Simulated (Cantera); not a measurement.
Input (Python, Cantera) and output of one run.

```python
import numpy as np
import cantera as ct

gas_names = """
    CL CL2 H HCL H2 N NH NH2 NH3 N2 N2H2 N2H4 Si SiCL SiCL2 SiCL3 SiCL4 SiH SiHCL3 SiH2 SiH2CL2 SiH3
    SiH3CL SiH4 SiN Si2 Si2N Si3
""".split()
cond_names = """
    NH4CL(a) NH4CL(b) Si(cr) Si(L) Si3N4(a)
""".split()


# ... load() reads the species with a 1 bar reference pressure and builds the phases ...
atoms = {
    'SiH2Cl2': {'Si': 1, 'H': 2, 'CL': 2},
    'NH3': {'N': 1, 'H': 3},
}
top_T = {'Si3N4(a)': 2400}  # K; cautious upper limits of use, not melting points


# ... equilibrate(T, P, feed) seeds the gas with the atoms and calls Mixture.equilibrate('TP', solver="vcs", rtol=1e-11, max_steps=5000) ...
results = []
feed = {'SiH2Cl2': 1, 'NH3': 6.8}  # mol
P = 74  # Pa
for T in [1525, 1575, 1625, 1675, 1725, 1775, 1825, 1875]:
    mix = equilibrate(T, P, feed)
    results.append((T, P, feed, dict(zip(mix.species_names, mix.species_moles))))
    x = sorted(zip(gas.X, gas.species_names), reverse=True)
    print(f"T = {T:g} K  P = {P:g} Pa  gas = {mix.phase_moles(0):.4g} mol")
    print("   x: " + "  ".join(f"{s} {v:.3e}" for v, s in x if v > 0.0001))
    print("   condensed (mol): " + ("  ".join(f"{mix.phase(i).name} {mix.phase_moles(i):.4g}"
          for i in range(1, mix.n_phases) if mix.phase_moles(i) > 1e-12) or "none"))
```

It prints:

```
T = 1525 K  P = 74 Pa  gas = 15.17 mol
   x: H2 6.950e-01  N2 1.955e-01  HCL 8.581e-02  SiCL2 2.275e-02  H 7.250e-04  SiCL3 1.355e-04
   condensed (mol): Si3N4(a) 0.2173
T = 1575 K  P = 74 Pa  gas = 15.61 mol
   x: H2 6.800e-01  N2 2.178e-01  HCL 7.359e-02  SiCL2 2.701e-02  H 1.260e-03  CL 1.083e-04  SiCL3 1.032e-04
   condensed (mol): Si(cr) 0.5742
T = 1625 K  P = 74 Pa  gas = 15.62 mol
   x: H2 6.794e-01  N2 2.176e-01  HCL 7.281e-02  SiCL2 2.733e-02  H 2.138e-03  Si 2.201e-04  CL 1.804e-04  SiCL 1.444e-04
   condensed (mol): Si(cr) 0.5658
T = 1675 K  P = 74 Pa  gas = 15.64 mol
   x: H2 6.783e-01  N2 2.174e-01  HCL 7.199e-02  SiCL2 2.757e-02  H 3.515e-03  Si 5.864e-04  CL 2.913e-04  SiCL 2.677e-04
   condensed (mol): Si(cr) 0.5536
T = 1725 K  P = 74 Pa  gas = 15.67 mol
   x: H2 6.754e-01  N2 2.169e-01  HCL 7.265e-02  SiCL2 2.695e-02  H 5.611e-03  Si 1.372e-03  CL 4.674e-04  SiCL 4.542e-04
   condensed (mol): Si(L) 0.5465
T = 1775 K  P = 74 Pa  gas = 15.73 mol
   x: H2 6.709e-01  N2 2.162e-01  HCL 7.370e-02  SiCL2 2.594e-02  H 8.715e-03  Si 2.966e-03  CL 7.356e-04  SiCL 7.306e-04
   condensed (mol): Si(L) 0.5298
T = 1825 K  P = 74 Pa  gas = 15.82 mol
   x: H2 6.640e-01  N2 2.149e-01  HCL 7.434e-02  SiCL2 2.486e-02  H 1.319e-02  Si 6.145e-03  SiCL 1.141e-03  CL 1.126e-03  SiH 1.447e-04
   condensed (mol): Si(L) 0.4845
T = 1875 K  P = 74 Pa  gas = 15.98 mol
   x: H2 6.536e-01  N2 2.127e-01  HCL 7.437e-02  SiCL2 2.364e-02  H 1.948e-02  Si 1.224e-02  SiCL 1.730e-03  CL 1.678e-03  SiH 2.495e-04
   condensed (mol): Si(L) 0.3865
```

Method: chemical equilibrium by Gibbs-energy minimisation in Cantera with the NASA 1993 tables (ideal gas, pure condensed phases). The tables' values for SiCl, SiCl3, SiN are old estimates; treat these amounts as uncertain. Gases not in the tables: Si2H6 and higher silanes.
